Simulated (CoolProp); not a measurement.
The numbers come from the reference Helmholtz-energy equation of state, Gedanitz 2015 in CoolProp.

Task: For cyclopentane, give the phase and the cp (kJ/(kg K)), expansivity (1/kK) at 550 K and 20.1 MPa.

Result: 
- 550 K and 20.1 MPa: supercritical; cp 2.95, expansivity 2.37
